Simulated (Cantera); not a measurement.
**Premixed flame**

A freely propagating, adiabatic, planar premixed flame of 14.9 % CH₃OH, 14.9 % O₂, 52.2 % N₂, 17.9 % CO₂, equivalence ratio 1.5, unburnt at 475 K and 4200 Torr; unity-Lewis-number transport, grid criteria slope 0.08 and curve 0.16, no radiation.

Cantera simulation using GRI-Mech 3.0 (53 species, 325 reactions); the numbers are that mechanism's predictions, not measurements. GRI-Mech 3.0 was tuned for natural gas; its chemistry of methanol as a main component is partial and can be far from experiment. Unity Lewis numbers drop preferential diffusion, which matters most where H2 and H carry the flame. Burning velocities carry a grid error of a few per cent, more on coarse grids.

```
z (mm)   T (K)  u (m/s)  x CH₃OH      x O₂  x CO₂     x NO    x HCN   x C₂H₄
-------  -----  -------  -------  --------  -----  -------  -------  -------
-0.519     478    0.175    0.149     0.149  0.179    <1e-8    <1e-8    <1e-8
-0.346     492    0.180    0.147     0.147  0.179    <1e-8    <1e-8  1.68e-8
-0.260     525    0.193    0.143     0.143  0.179    <1e-8  1.15e-8  5.15e-8
-0.173     647    0.241    0.126     0.129  0.179  1.68e-8  3.98e-8  1.79e-7
-0.0865   1014    0.398   0.0747    0.0838  0.180  2.37e-7  1.28e-7  5.75e-7
-0.0433   1309    0.535   0.0342    0.0480  0.180  9.08e-7  1.99e-7  8.88e-7
0         1615    0.684  0.00146    0.0142  0.181  2.36e-6  2.84e-7  9.86e-7
0.0433    1733    0.731  5.75e-7   0.00247  0.185  3.07e-6  2.84e-7  4.65e-8
0.0865    1766    0.742  7.43e-8  0.000628  0.187  3.33e-6  2.35e-7    <1e-8
0.173     1783    0.749    <1e-8  0.000109  0.187  3.46e-6  1.86e-7    <1e-8
0.346     1790    0.751    <1e-8   1.59e-5  0.187  3.48e-6  1.54e-7    <1e-8
0.692     1792    0.752    <1e-8   2.32e-6  0.187  3.44e-6  1.34e-7    <1e-8
1.38      1793    0.752    <1e-8   3.64e-7  0.187  3.34e-6  1.19e-7    <1e-8
```
x: mole fraction of selected species; z is measured from the peak of heat release.

The laminar burning velocity comes out as 17.3 cm/s and the thermal thickness is 0.173 mm. The peak x(HCN) comes out as 3.03e-7, the peak x(C₂H₄) is 1.09e-6 and the grid points comes out as 130.
